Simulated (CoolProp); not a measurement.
A single-stage vapour-compression cycle with propyne: evaporating at 317.15 K (dew point), condensing at 374.15 K (bubble point), superheat 2 K, subcooling 5 K, compressor efficiency 0.75, no pressure losses. Each further row changes one setting.

Model: reference Helmholtz-energy equation of state, Polt 1992, in CoolProp. This equation is an older, rougher fit; its heat capacities, sound speeds and derivatives of the liquid may be far off and weren't checked against measurements.

```
case                              cooling COP  pressure ratio  discharge temperature (K)  refrigerating effect (kJ/kg)  volumetric capacity (kJ/m³)
--------------------------------  -----------  --------------  -------------------------  ----------------------------  ---------------------------
as stated                                3.00            3.49                      399.0                           286                         4980
evaporating temperature 322.15 K         3.41            3.07                      396.7                           290                         5730
condensing temperature 369.15 K          3.44            3.17                      392.4                           304                         5280
subcooling 10 K                          3.19            3.49                      399.0                           304                         5290
superheat 12 K                           3.02            3.49                      409.0                           306                         5050
compressor efficiency 0.65               2.60            3.49                      404.6                           286                         4980
```
